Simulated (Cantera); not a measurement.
A Cantera script and what it prints.

```python
import numpy as np
import cantera as ct

gas_names = """
    CL CL2 H HCL H2 N NH NH2 NH3 N2 N2H2 N2H4 Si SiCL SiCL2 SiCL3 SiCL4 SiH SiHCL3 SiH2 SiH2CL2 SiH3
    SiH3CL SiH4 SiN Si2 Si2N Si3
""".split()
cond_names = """
    NH4CL(a) NH4CL(b) Si(cr) Si(L) Si3N4(a)
""".split()


# ... load() reads the species with a 1 bar reference pressure and builds the phases ...
atoms = {
    'SiH2Cl2': {'Si': 1, 'H': 2, 'CL': 2},
    'NH3': {'N': 1, 'H': 3},
    'H2': {'H': 2},
}
top_T = {'Si3N4(a)': 2400}  # K; cautious upper limits of use, not melting points


# ... equilibrate(T, P, feed) seeds the gas with the atoms and calls Mixture.equilibrate('TP', solver="vcs", rtol=1e-11, max_steps=5000) ...
results = []
feed = {'SiH2Cl2': 1, 'NH3': 11, 'H2': 3.9}  # mol
P = 1400  # Pa
for T in [1098, 1198, 1298, 1398, 1498, 1598, 1698, 1798, 1898, 1998]:
    mix = equilibrate(T, P, feed)
    results.append((T, P, feed, dict(zip(mix.species_names, mix.species_moles))))
    x = sorted(zip(gas.X, gas.species_names), reverse=True)
    print(f"T = {T:g} K  P = {P:g} Pa  gas = {mix.phase_moles(0):.4g} mol")
    print("   x: " + "  ".join(f"{s} {v:.3e}" for v, s in x if v > 0.001))
    print("   condensed (mol): " + ("  ".join(f"{mix.phase(i).name} {mix.phase_moles(i):.4g}"
          for i in range(1, mix.n_phases) if mix.phase_moles(i) > 1e-12) or "none"))
```

Output:

```
T = 1098 K  P = 1400 Pa  gas = 27.23 mol
   x: H2 7.491e-01  N2 1.775e-01  HCL 7.340e-02
   condensed (mol): Si3N4(a) 0.3332
T = 1198 K  P = 1400 Pa  gas = 27.23 mol
   x: H2 7.491e-01  N2 1.775e-01  HCL 7.339e-02
   condensed (mol): Si3N4(a) 0.3332
T = 1298 K  P = 1400 Pa  gas = 27.23 mol
   x: H2 7.491e-01  N2 1.775e-01  HCL 7.326e-02
   condensed (mol): Si3N4(a) 0.3326
T = 1398 K  P = 1400 Pa  gas = 27.24 mol
   x: H2 7.493e-01  N2 1.777e-01  HCL 7.264e-02
   condensed (mol): Si3N4(a) 0.3299
T = 1498 K  P = 1400 Pa  gas = 27.26 mol
   x: H2 7.498e-01  N2 1.783e-01  HCL 7.029e-02  SiCL2 1.465e-03
   condensed (mol): Si3N4(a) 0.3196
T = 1598 K  P = 1400 Pa  gas = 27.32 mol
   x: H2 7.510e-01  N2 1.799e-01  HCL 6.410e-02  SiCL2 4.447e-03
   condensed (mol): Si3N4(a) 0.2922
T = 1698 K  P = 1400 Pa  gas = 27.43 mol
   x: H2 7.530e-01  N2 1.827e-01  HCL 5.348e-02  SiCL2 9.579e-03  H 1.060e-03
   condensed (mol): Si3N4(a) 0.2444
T = 1798 K  P = 1400 Pa  gas = 27.95 mol
   x: H2 7.394e-01  N2 1.968e-01  HCL 5.012e-02  SiCL2 1.053e-02  H 2.559e-03
   condensed (mol): Si(L) 0.6926
T = 1898 K  P = 1400 Pa  gas = 28.01 mol
   x: H2 7.353e-01  N2 1.963e-01  HCL 5.130e-02  SiCL2 9.708e-03  H 5.665e-03
   condensed (mol): Si(L) 0.6885
T = 1998 K  P = 1400 Pa  gas = 28.17 mol
   x: H2 7.277e-01  N2 1.952e-01  HCL 5.190e-02  H 1.157e-02  SiCL2 8.886e-03  Si 3.038e-03
   condensed (mol): Si(L) 0.6305
```

Equilibrium computed with Cantera from the NASA thermochemical tables; the gas is ideal and each condensed phase is pure. The tables' values for SiCl, SiCl3, SiN are old estimates; treat these amounts as uncertain. Gases not in the tables: Si2H6 and higher silanes.
